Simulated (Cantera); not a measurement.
Feed: 1 mol Ta(OEt)₅, 6.7 mol H₂O, 76 mol H₂, equilibrated at 823.15 K and 0.120 Pa.

Method: chemical equilibrium by Gibbs-energy minimisation in Cantera with the NASA 1993 tables (ideal gas, pure condensed phases). Candidate condensed phases: C, C₆H₆, C₇H₈, C₈H₁₈, H₂O, Ta, TaC, Ta₂O₅; 113 gas species. The feed counts by its element totals alone. TaC: taken at fixed stoichiometry. Condensed phases not in the tables: Ta₂C. Rates play no part.

Base state: H₂ 0.907, CO 0.0931 (mole fractions); condensed: TaC(s) + Ta₂O₅(s).

### Question
What changes in the equilibrium state with this change: H₂O from 6.7 to 0.033 mol?

### Answer
```tsv
species	before	after
H₂	0.907	0.946
CO	0.0931	0.0538
TaC(s), mol	0.229	1.00
Ta₂O₅(s), mol	0.386	0
C(graphite), mol	0	3.97
```
